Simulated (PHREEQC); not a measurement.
A solution holds 0.011 mol/kgw HF, 0.0011 mol/kgw NH4F and 9.9e-05 mol/kgw Na2SiO3, at 25 °C. Closed to the air; pH follows from the charge balance.

Model: ion-association model, phreeqc.dat, run in PHREEQC.

Precipitation was switched off in this run.

Task: Predict the pH.

Result: pH 2.71.

Task: In which forms is F present?

Result: HF 68 %, F- 25 %, SiF6-2 4.9 %, HF2- 1.6 % of the F.

SiF6-2 is the database's only silicon fluoride.
